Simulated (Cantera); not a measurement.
Input (Python, Cantera):

```python
import numpy as np
import cantera as ct

gas = ct.Solution("gri30.yaml")
gas.TPX = 450, 500000, {'CO': 1, 'H2': 0.054, 'CH4': 0.5, 'O2': 1.39, 'N2': 5.22, 'H2O': 0.68}
flame = ct.FreeFlame(gas, width=0.013)
flame.set_refine_criteria(ratio=3, slope=0.08, curve=0.16)
flame.transport_model = "mixture-averaged"
flame.solve(loglevel=0, auto=True)
flame.transport_model = "multicomponent"
flame.soret_enabled = False
flame.solve(loglevel=0, refine_grid=True)
z, T = flame.grid, flame.T
thick = (T[-1] - T[0]) / np.gradient(T, z).max()
show = ['CO', 'H2', 'CH4', 'NO', 'CO2', 'C2H6']
print(f"laminar burning velocity  {flame.velocity[0] * 100:.3f} cm/s")
print(f"burnt temperature         {T[-1]:.1f} K")
print(f"thermal thickness         {thick * 1e3:.4f} mm")
print(f"grid points               {len(z)}")
z0 = z[flame.heat_release_rate.argmax()]
print(f"{'z/mm':>9s}{'T/K':>9s}{'u/(m/s)':>9s}" + "".join(f"{s:>11s}" for s in show))
rows = []
for k in (-3, -2, -1.5, -1, -0.5, -0.25, 0, 0.25, 0.5, 1, 2, 4, 8):
    zz = z0 + k * thick
    rows.append([k * thick, np.interp(zz, z, T), np.interp(zz, z, flame.velocity),
                 *(np.interp(zz, z, flame.X[gas.species_index(s)]) for s in show)])
    print(f"{rows[-1][0] * 1e3:9.3f}{rows[-1][1]:9.1f}{rows[-1][2]:9.3f}" + "".join(f"{x:11.3e}" for x in rows[-1][3:]))
```

Output:

```
laminar burning velocity  49.049 cm/s
burnt temperature         2292.7 K
thermal thickness         0.1142 mm
grid points               141
     z/mm      T/K  u/(m/s)         CO         H2        CH4         NO        CO2       C2H6
   -0.342    450.2    0.491  1.130e-01  6.419e-03  5.651e-02  8.901e-11  7.265e-07  5.797e-09
   -0.228    452.5    0.494  1.129e-01  6.994e-03  5.640e-02  1.102e-09  1.260e-05  1.111e-07
   -0.171    461.7    0.504  1.128e-01  7.752e-03  5.605e-02  5.936e-09  8.329e-05  7.894e-07
   -0.114    521.3    0.571  1.121e-01  9.282e-03  5.394e-02  5.642e-08  8.683e-04  9.204e-06
   -0.057    909.7    1.000  1.079e-01  1.188e-02  3.937e-02  1.406e-06  1.235e-02  1.531e-04
   -0.029   1327.4    1.457  1.024e-01  1.328e-02  2.185e-02  4.535e-06  3.331e-02  3.025e-04
    0.000   1737.6    1.891  8.998e-02  1.330e-02  4.637e-03  9.287e-06  6.747e-02  4.279e-05
    0.029   1933.0    2.077  6.792e-02  1.143e-02  2.177e-04  1.506e-05  1.005e-01  1.034e-07
    0.057   2021.1    2.152  5.252e-02  1.085e-02  5.446e-06  1.926e-05  1.192e-01  7.497e-11
    0.114   2113.4    2.233  4.132e-02  1.030e-02  6.749e-09  2.455e-05  1.326e-01  2.584e-16
    0.228   2190.8    2.304  3.557e-02  8.993e-03  1.955e-13  3.092e-05  1.395e-01  4.702e-18
    0.457   2243.3    2.351  3.178e-02  7.804e-03  4.854e-15  3.827e-05  1.439e-01 -2.893e-17
    0.913   2273.4    2.378  2.936e-02  7.084e-03  5.663e-15  4.635e-05  1.467e-01  4.705e-19
```

Model: GRI-Mech 3.0 (53 species, 325 reactions), integrated in Cantera. Burning velocities carry a grid error of a few per cent, more on coarse grids.
